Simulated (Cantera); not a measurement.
Input: 1 mol BN, 11 mol H2O, equilibrated at 1500 °C and 75.0 Torr.

These are equilibrium values from Cantera (NASA tables, ideal gas, pure condensed phases), not measurements of a reactor. Equilibrium is a limit: real reactors are often held back by kinetics, nucleation or transport.

| species | before | after |
|---|---|---|
| H2O | 0.750 | 0.749 |
| H2 | 0.125 | 0.124 |
| HBO2 | 0.0820 | 0.0818 |
| H | 0.000318 | 0.00193 |
| OH | 0.000118 | 0.000721 |
| N2 | 0.0417 | 0.0416 |
| O2 | 6.29e-7 | 2.34e-5 |
| BO2 | 1.57e-5 | 9.58e-5 |
| HBO | 3.11e-5 | 3.10e-5 |
| B2O3 | 0.000626 | 0.000624 |
Gas species are given as mole fractions.

Problem. Which change was made?
(A) temperature from 1500 °C to 1102 °C
(B) pressure from 75.0 Torr to 2.03 Torr
(C) H2O from 11 to 1.2 mol
(D) temperature from 1500 °C to 1052 °C

Solution. B, pressure from 75.0 Torr to 2.03 Torr
